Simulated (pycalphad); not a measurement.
Computed with pycalphad from the COST 507 light-alloy database (1999), at 1 atm. These are 1990s assessments: newer ones move some temperatures and phases. Amounts are mole fractions of atoms.

**Question.** Give the equilibrium state of Al-6.59Si-5.55Mg (at.%) at 810 K.

**Answer.** FCC_A1, fraction 0.894, with 1.1 Si, 0.60 Mg at.%; MG2SI, fraction 0.075, with 33.3 Si, 66.7 Mg at.%; DIAMOND_A4, fraction 0.031, with >99.99 Si, no Mg at.%.

**Question.** Give the equilibrium state of Al-6.59Si-5.55Mg (at.%) at 850 K.

**Answer.** LIQUID, fraction 0.576, with 9.7 Si, 6.6 Mg at.%; FCC_A1, fraction 0.405, with 0.83 Si, 1.1 Mg at.%; MG2SI, fraction 0.019, with 33.3 Si, 66.7 Mg at.%.

Database names, with the compositions (at.%) that they take in these runs: MG2SI: Mg 67 Si 33. FCC_A1 is fcc; DIAMOND_A4 is diamond (Si). An entry "none" or "no" means that the model of the phase leaves that element out.
